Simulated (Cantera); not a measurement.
What does this Cantera script print?

```python
import numpy as np
import cantera as ct

gas_names = """
    O3 CO2
""".split()
cond_names = """
    TaC(s) TaC(L) Ta2O5(s) Ta2O5(L)
""".split()


def load(file, names, dense=False):
    # The tables refer to 1 bar. Condensed volumes are neglected.
    table = {s.name: s for s in ct.Species.list_from_file(file)}
    out = []
    for n in names:
        d = dict(table[n].input_data)
        d["thermo"] = dict(d["thermo"], **{"reference-pressure": 1e5})
        if dense:
            d["equation-of-state"] = {"model": "constant-volume", "density": "1e6 g/cm^3"}
        out.append(ct.Species.from_dict(d))
    return out


species = {s.name: s for s in load("nasa_gas.yaml", gas_names) + load("nasa_condensed.yaml", cond_names)}
# Each term lists the table entries of one substance; the one whose range holds T is used.
reactions = {
    '3 O3(g) + 2 TaC = 2 CO2(g) + Ta2O5':
        [(-3, ['O3']), (-2, ['TaC(s)', 'TaC(L)']), (2, ['CO2']), (1, ['Ta2O5(s)', 'Ta2O5(L)'])],
}


def pick(names, T):
    return next(species[n] for n in names if species[n].thermo.min_temp <= T <= species[n].thermo.max_temp)


results = []
for label, terms in reactions.items():
    print(label)
    print("     T/K   dH/kJ  dS/(J/K)   dG/kJ   log10 K")
    for T in [623, 723, 823, 923, 1023, 1123]:
        used = [(nu, pick(names, T)) for nu, names in terms]
        dH = sum(nu * s.thermo.h(T) for nu, s in used) / 1e6
        dS = sum(nu * s.thermo.s(T) for nu, s in used) / 1e3
        dG = dH - T * dS / 1e3
        logK = -dG * 1e6 / (ct.gas_constant * T * np.log(10))
        results.append((label, T, dH, dS, dG, logK, [s.name for _, s in used]))
        print(f"{T:8g} {dH:8.1f} {dS:8.1f} {dG:8.1f} {logK:8.2f}")
```

Result:

```
3 O3(g) + 2 TaC = 2 CO2(g) + Ta2O5
     T/K   dH/kJ  dS/(J/K)   dG/kJ   log10 K
     623  -2965.2   -219.6  -2828.4   237.14
     723  -2963.7   -217.3  -2806.6   202.76
     823  -2961.9   -215.0  -2785.0   176.75
     923  -2959.9   -212.7  -2763.6   156.39
    1023  -2957.8   -210.5  -2742.4   140.03
    1123  -2955.4   -208.3  -2721.5   126.58
```

Standard-state values (1 bar) from the NASA 1993 polynomials, evaluated with Cantera. TaC: taken at fixed stoichiometry. Condensed species are held in their standard states even where they would react or evaporate.
